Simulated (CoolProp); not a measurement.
The fluid at 298.15 K and 0.0134 MPa is compressed adiabatically to 0.0815 MPa with isentropic efficiency 0.85. The same conditions are run with several fluids, on thermodynamics alone (safety and materials aside).

Values from CoolProp's reference Helmholtz-energy equation of state of each fluid (n-perfluorohexane: Gao 2022; R13: Platzer 1990; R365MFC: Lemmon 2016; isobutene: Lemmon 2005; nitrogen: Span 2000). The equations of Platzer and Polt are older, rougher fits.

| fluid | work (kJ/kg) | final temperature (K) | final phase | final density (kg/m³) |
|---|---|---|---|---|
| n-perfluorohexane | 15.5 | 324.0 | two-phase, vapour fraction 0.943 | ? |
| R13 | 56.1 | 380.5 | gas | ? |
| R365MFC | 36.9 | 335.8 | gas | 4.44 |
| isobutene | 101 | 358.4 | gas | 1.55 |
| nitrogen | 246 | ? | gas | ? |

Problem. What belongs in the gaps?

Solution. 
- n-perfluorohexane, final density (kg/m³): 11.5
- R13, final density (kg/m³): 2.70
- nitrogen, final temperature (K): 532.8
- nitrogen, final density (kg/m³): 0.515
